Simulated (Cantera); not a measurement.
Adiabatic ignition

An adiabatic, constant-pressure homogeneous reactor starts with CH₃OH : O₂ : N₂ = 1 : 1.58 : 5.94 (molar parts), at 1548 K and 9.87 atm.

Detailed kinetics in Cantera: GRI-Mech 3.0 (53 species, 325 reactions). GRI-Mech 3.0 was tuned for natural gas; its chemistry of methanol as a main component is partial and can be far from experiment.

```tsv
t (s)	T (K)	x CH₃OH	x O₂	x C₂H	x H₂O	x HCO	x C₂H₂
2.00e-6	1548	0.117	0.185	<1e-12	0.000131	8.47e-9	3.92e-11
4.85e-6	1549	0.116	0.185	<1e-12	0.000507	5.91e-8	1.02e-10
1.18e-5	1560	0.109	0.181	<1e-12	0.00488	1.64e-6	3.68e-10
2.85e-5	2857	<1e-12	0.0263	<1e-12	0.190	1.29e-7	<1e-12
6.91e-5	2885	<1e-12	0.0241	<1e-12	0.192	1.08e-7	<1e-12
0.000168	2879	<1e-12	0.0227	<1e-12	0.192	1.07e-7	<1e-12
0.000406	2873	<1e-12	0.0211	<1e-12	0.192	1.07e-7	<1e-12
0.000985	2870	<1e-12	0.0206	<1e-12	0.192	1.07e-7	<1e-12
0.00239	2870	<1e-12	0.0205	<1e-12	0.192	1.07e-7	<1e-12
0.00579	2870	<1e-12	0.0205	<1e-12	0.192	1.07e-7	<1e-12
0.0140	2870	<1e-12	0.0205	<1e-12	0.192	1.07e-7	<1e-12
0.0340	2870	<1e-12	0.0205	<1e-12	0.192	1.07e-7	<1e-12
0.0825	2870	<1e-12	0.0205	<1e-12	0.192	1.07e-7	<1e-12
0.200	2870	<1e-12	0.0205	<1e-12	0.192	1.07e-7	<1e-12
```
x: mole fraction; the columns are a selection and need not sum to one.

| Quantity | Result |
|---|---|
| time of steepest temperature rise | 20.7 µs |
| temperature at 0.200 s | 2870 K |
| equilibrium temperature | 2870 K |
| x(CH₃OH) at 0.200 s | <1e-12 (gas-phase equilibrium <1e-12) |
| x(O₂) at 0.200 s | 0.0205 (gas-phase equilibrium 0.0205) |
| x(C₂H) at 0.200 s | <1e-12 (gas-phase equilibrium <1e-12) |
